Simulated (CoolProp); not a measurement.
A simple Rankine cycle with water: condensing at 325.15 K, boiler at 10.5 MPa, turbine inlet 592.5 K, turbine efficiency 0.6, pump efficiency 0.6, no recuperator. Each further row changes one setting.

The numbers come from the reference Helmholtz-energy equation of state, Wagner 2002 in CoolProp.

| case | thermal efficiency (%) | net work (kJ/kg) | heat in (kJ/kg) | turbine exit temperature (K) | volume ratio over the turbine |
|---|---|---|---|---|---|
| as stated | 21.6 | 543 | 2510 | 325.2 | 515 |
| turbine inlet 612.5 K | 21.9 | 573 | 2620 | 325.2 | 474 |
| condensing temperature 317.15 K | 22.3 | 567 | 2550 | 317.2 | 750 |
| boiler pressure 7.35 MPa | 21.2 | 566 | 2670 | 325.2 | 324 |
| turbine efficiency 0.5 | 17.9 | 450 | 2510 | 325.2 | 540 |

The expansion ends wet for: as stated; turbine inlet 612.5 K; condensing temperature 317.15 K; boiler pressure 7.35 MPa; turbine efficiency 0.5.
